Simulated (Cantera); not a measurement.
Input (Python, Cantera) and output of one run.

```python
import numpy as np
import cantera as ct

gas_names = """
    H HNO HNO2 HNO3 HO2 H2 H2O H2O2 N NH NH2 NH3 NH2OH NO NO2 NO3 N2 N2H2 N2H4 N2O O OH O2 O3 Si SiH
    SiH2 SiH3 SiH4 SiN SiO SiO2 Si2 Si2N Si3
""".split()
cond_names = """
    H2O(s) H2O(L) Si(cr) Si(L) SiO2(Lqz) SiO2(hqz) SiO2(L) Si2N2O(s) Si3N4(a)
""".split()


# ... load() reads the species with a 1 bar reference pressure and builds the phases ...
atoms = {
    'Si3N4': {'Si': 3, 'N': 4},
    'H2O': {'H': 2, 'O': 1},
    'H2': {'H': 2},
}
top_T = {'Si2N2O(s)': 2100, 'Si3N4(a)': 2400}  # K; cautious upper limits of use, not melting points


# ... equilibrate(T, P, feed) seeds the gas with the atoms and calls Mixture.equilibrate('TP', solver="vcs", rtol=1e-11, max_steps=5000) ...
results = []
feed = {'Si3N4': 1, 'H2O': 0.0031, 'H2': 4}  # mol
T = 1300  # K
for P in [0.1, 0.6, 3.6, 22, 130, 770, 4600, 28000, 170000, 1000000]:
    mix = equilibrate(T, P, feed)
    results.append((T, P, feed, dict(zip(mix.species_names, mix.species_moles))))
    x = sorted(zip(gas.X, gas.species_names), reverse=True)
    print(f"T = {T:g} K  P = {P:g} Pa  gas = {mix.phase_moles(0):.4g} mol")
    print("   x: " + "  ".join(f"{s} {v:.3e}" for v, s in x if v > 1e-06))
    print("   condensed (mol): " + ("  ".join(f"{mix.phase(i).name} {mix.phase_moles(i):.4g}"
          for i in range(1, mix.n_phases) if mix.phase_moles(i) > 1e-12) or "none"))
```

Output:

```
T = 1300 K  P = 0.1 Pa  gas = 6.009 mol
   x: H2 6.657e-01  N2 3.328e-01  H 9.026e-04  SiO 5.159e-04  Si 4.330e-05
   condensed (mol): Si(cr) 2.997
T = 1300 K  P = 0.6 Pa  gas = 4.369 mol
   x: H2 9.161e-01  N2 8.295e-02  SiO 5.183e-04  H 4.323e-04  Si 7.217e-06
   condensed (mol): Si(cr) 0.5408  Si2N2O(s) 0.0008356  Si3N4(a) 0.8184
T = 1300 K  P = 3.6 Pa  gas = 4.06 mol
   x: H2 9.859e-01  N2 1.382e-02  H 1.831e-04  SiO 8.639e-05  Si 1.203e-06
   condensed (mol): Si(cr) 0.08246  Si2N2O(s) 0.002749  Si3N4(a) 0.9706
T = 1300 K  P = 22 Pa  gas = 4.012 mol
   x: H2 9.976e-01  N2 2.262e-03  H 7.450e-05  SiO 1.414e-05
   condensed (mol): Si(cr) 0.01204  Si2N2O(s) 0.003043  Si3N4(a) 0.9939
T = 1300 K  P = 130 Pa  gas = 4.005 mol
   x: H2 9.996e-01  N2 3.828e-04  H 3.068e-05  SiO 2.392e-06
   condensed (mol): Si(cr) 0.0007444  Si2N2O(s) 0.00309  Si3N4(a) 0.9977
T = 1300 K  P = 770 Pa  gas = 4.004 mol
   x: H2 9.997e-01  N2 2.582e-04  H 1.261e-05
   condensed (mol): Si2N2O(s) 0.003099  Si3N4(a) 0.9979
T = 1300 K  P = 4600 Pa  gas = 4.004 mol
   x: H2 9.997e-01  N2 2.580e-04  H 5.157e-06
   condensed (mol): Si2N2O(s) 0.0031  Si3N4(a) 0.9979
T = 1300 K  P = 28000 Pa  gas = 4.004 mol
   x: H2 9.997e-01  N2 2.578e-04  H 2.090e-06
   condensed (mol): Si2N2O(s) 0.0031  Si3N4(a) 0.9979
T = 1300 K  P = 170000 Pa  gas = 4.004 mol
   x: H2 9.997e-01  N2 2.564e-04  NH3 3.375e-06
   condensed (mol): Si2N2O(s) 0.0031  Si3N4(a) 0.9979
T = 1300 K  P = 1e+06 Pa  gas = 4.004 mol
   x: H2 9.997e-01  N2 2.483e-04  NH3 1.954e-05
   condensed (mol): Si2N2O(s) 0.0031  Si3N4(a) 0.9979
```

Equilibrium computed with Cantera from the NASA thermochemical tables; the gas is ideal and each condensed phase is pure. Mutual solubility and eutectic melting of coexisting phases are not modelled.
